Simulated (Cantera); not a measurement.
# Hydrocarbon pyrolysis for carbon deposition

An isothermal, constant-pressure homogeneous reactor starts with CH₄ : N₂ : H₂O = 1 : 2 : 0.23 (molar parts), at 1623 K and 1.01 bar.

Model: GRI-Mech 3.0 (53 species, 325 reactions), integrated in Cantera. GRI-Mech 3.0 stops at C3 and has no aromatics, soot or wall deposition, so with more carbon than oxygen in the feed, carbon stays in small species such as C2H2 where larger ones or solid carbon would form.

| t (s) | x CH₄ | x C₂H₆ | x CH₂ | x HCN | x C₂H₄ | x H₂ | x CH₃ |
|---|---|---|---|---|---|---|---|
| 0.000400 | 0.308 | 0.000336 | 3.12e-8 | 2.49e-12 | 0.000194 | 0.000973 | 0.000463 |
| 0.00110 | 0.304 | 0.000976 | 6.60e-8 | 1.85e-11 | 0.00130 | 0.00430 | 0.000678 |
| 0.00301 | 0.287 | 0.00139 | 9.13e-8 | 1.82e-10 | 0.00564 | 0.0199 | 0.000779 |
| 0.00826 | 0.248 | 0.000790 | 6.52e-8 | 1.10e-9 | 0.00738 | 0.0643 | 0.000601 |
| 0.0227 | 0.189 | 0.000344 | 4.32e-8 | 3.99e-9 | 0.00371 | 0.136 | 0.000412 |
| 0.0622 | 0.118 | 0.000118 | 2.86e-8 | 1.14e-8 | 0.00247 | 0.218 | 0.000252 |
| 0.171 | 0.0583 | 2.97e-5 | 1.84e-8 | 2.73e-8 | 0.00268 | 0.290 | 0.000130 |
| 0.469 | 0.0276 | 8.31e-6 | 1.19e-8 | 5.78e-8 | 0.00306 | 0.332 | 6.52e-5 |
| 1.29 | 0.0203 | 5.24e-6 | 8.20e-9 | 1.13e-7 | 0.00307 | 0.356 | 4.77e-5 |
| 3.53 | 0.0184 | 4.45e-6 | 5.54e-9 | 2.12e-7 | 0.00290 | 0.378 | 4.20e-5 |
| 9.68 | 0.0174 | 4.05e-6 | 4.23e-9 | 4.14e-7 | 0.00278 | 0.391 | 3.90e-5 |
| 26.6 | 0.0172 | 4.00e-6 | 4.06e-9 | 9.74e-7 | 0.00276 | 0.393 | 3.86e-5 |
| 72.9 | 0.0172 | 4.00e-6 | 4.06e-9 | 2.69e-6 | 0.00276 | 0.393 | 3.86e-5 |
| 200 | 0.0172 | 4.00e-6 | 4.06e-9 | 8.32e-6 | 0.00276 | 0.393 | 3.86e-5 |
x: mole fraction; the columns are a selection and need not sum to one.

Equilibrium at this temperature and pressure: CH₄ 0.0131, C₂H₆ 2.30e-6, CH₂ 3.06e-9, HCN 0.0732, C₂H₄ 0.00157, H₂ 0.398, CH₃ 2.92e-5 (gas phase only).
